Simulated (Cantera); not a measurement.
Input (Python, Cantera):

```python
import numpy as np
import cantera as ct

gas = ct.Solution("gri30.yaml")
gas.TPX = 350, 60000, {'C3H8': 1, 'O2': 7.25, 'N2': 27.2, 'CO2': 3}
flame = ct.FreeFlame(gas, width=0.057)
flame.set_refine_criteria(ratio=3, slope=0.08, curve=0.16)
flame.transport_model = "unity-Lewis-number"
flame.solve(loglevel=0, auto=True)
z, T = flame.grid, flame.T
thick = (T[-1] - T[0]) / np.gradient(T, z).max()
show = ['C3H8', 'O2', 'CO2', 'H2O', 'O', 'C2H4']
print(f"laminar burning velocity  {flame.velocity[0] * 100:.3f} cm/s")
print(f"burnt temperature         {T[-1]:.1f} K")
print(f"thermal thickness         {thick * 1e3:.4f} mm")
print(f"grid points               {len(z)}")
z0 = z[flame.heat_release_rate.argmax()]
print(f"{'z/mm':>9s}{'T/K':>9s}{'u/(m/s)':>9s}" + "".join(f"{s:>11s}" for s in show))
rows = []
for k in (-3, -2, -1.5, -1, -0.5, -0.25, 0, 0.25, 0.5, 1, 2, 4, 8):
    zz = z0 + k * thick
    rows.append([k * thick, np.interp(zz, z, T), np.interp(zz, z, flame.velocity),
                 *(np.interp(zz, z, flame.X[gas.species_index(s)]) for s in show)])
    print(f"{rows[-1][0] * 1e3:9.3f}{rows[-1][1]:9.1f}{rows[-1][2]:9.3f}" + "".join(f"{x:11.3e}" for x in rows[-1][3:]))
```

Result:

```
laminar burning velocity  22.351 cm/s
burnt temperature         1751.6 K
thermal thickness         0.9705 mm
grid points               132
     z/mm      T/K  u/(m/s)       C3H8         O2        CO2        H2O          O       C2H4
   -2.912    350.6    0.224  2.599e-02  1.885e-01  7.804e-02  4.286e-05  8.308e-16  2.830e-06
   -1.941    355.2    0.227  2.587e-02  1.881e-01  7.818e-02  4.040e-04  3.099e-13  2.664e-05
   -1.456    369.9    0.236  2.549e-02  1.867e-01  7.861e-02  1.537e-03  5.547e-12  1.010e-04
   -0.971    447.6    0.287  2.345e-02  1.793e-01  8.093e-02  7.594e-03  2.571e-10  4.905e-04
   -0.485    771.5    0.502  1.465e-02  1.471e-01  9.110e-02  3.399e-02  8.390e-08  2.052e-03
   -0.243   1074.2    0.709  6.343e-03  1.154e-01  1.013e-01  5.987e-02  9.128e-06  3.160e-03
    0.000   1394.6    0.931  3.170e-04  8.107e-02  1.146e-01  8.645e-02  7.709e-04  1.331e-03
    0.243   1518.3    1.012  3.243e-07  6.754e-02  1.263e-01  9.400e-02  2.962e-03  2.468e-05
    0.485   1571.0    1.043  4.072e-10  6.389e-02  1.333e-01  9.506e-02  3.019e-03  3.051e-07
    0.971   1633.0    1.080  1.681e-15  6.091e-02  1.404e-01  9.654e-02  2.221e-03  8.462e-11
    1.941   1687.2    1.111  2.862e-23  5.887e-02  1.457e-01  9.838e-02  1.196e-03  4.551e-16
    3.882   1722.5    1.131  4.481e-32  5.768e-02  1.492e-01  9.975e-02  5.143e-04  2.826e-22
    7.764   1740.7    1.142  4.872e-40  5.715e-02  1.510e-01  1.005e-01  1.910e-04  3.766e-28
```

Detailed kinetics in Cantera: GRI-Mech 3.0 (53 species, 325 reactions). GRI-Mech 3.0 was tuned for natural gas; its chemistry of propane as a main component is partial and can be far from experiment. Unity Lewis numbers drop preferential diffusion, which matters most where H2 and H carry the flame. Burning velocities carry a grid error of a few per cent, more on coarse grids.
